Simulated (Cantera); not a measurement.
# Premixed flame

A freely propagating, adiabatic, planar premixed flame of C2H6 : O2 : N2 : CO2 = 1 : 2.69 : 10.1 : 0.4 (molar parts), unburnt at 650 K and 10000 Pa; mixture-averaged transport, grid criteria slope 0.08 and curve 0.16, no radiation.

Computed with Cantera and GRI-Mech 3.0 (53 species, 325 reactions). Burning velocities carry a grid error of a few per cent, more on coarse grids.

```tsv
z (mm)	T (K)	u (m/s)	x C2H6	x O2	x CO2	x N2O	x HCN	x CH2O
-7.85	650	1.65	0.0703	0.189	0.0281	<1e-8	<1e-8	2.43e-7
-5.24	652	1.66	0.0700	0.188	0.0280	<1e-8	<1e-8	4.39e-6
-3.93	658	1.69	0.0696	0.187	0.0279	<1e-8	1.60e-8	2.70e-5
-2.62	712	1.85	0.0673	0.180	0.0277	<1e-8	1.93e-7	0.000294
-1.31	1079	2.90	0.0467	0.143	0.0289	<1e-8	2.48e-6	0.00213
-0.654	1455	4.04	0.0185	0.0997	0.0326	<1e-8	6.68e-6	0.00224
0	1805	5.12	0.00132	0.0536	0.0395	<1e-8	1.42e-5	0.000934
0.654	1977	5.65	9.69e-6	0.0253	0.0479	<1e-8	1.72e-5	0.000193
1.31	2024	5.78	1.69e-8	0.0131	0.0557	<1e-8	1.23e-5	2.44e-5
2.62	2041	5.81	<1e-8	0.00683	0.0653	<1e-8	3.88e-6	1.97e-7
5.24	2050	5.82	<1e-8	0.00552	0.0706	<1e-8	4.35e-7	<1e-8
10.5	2059	5.84	<1e-8	0.00520	0.0717	<1e-8	1.38e-8	<1e-8
20.9	2075	5.88	<1e-8	0.00484	0.0720	<1e-8	<1e-8	<1e-8
```
x: mole fraction of selected species; z is measured from the peak of heat release.

```
Quantity                     Value
------------------------  --------
laminar burning velocity  165 cm/s
thermal thickness          2.62 mm
peak x(HCN)                1.74e-5
peak x(CH2O)               0.00245
grid points                    164
```
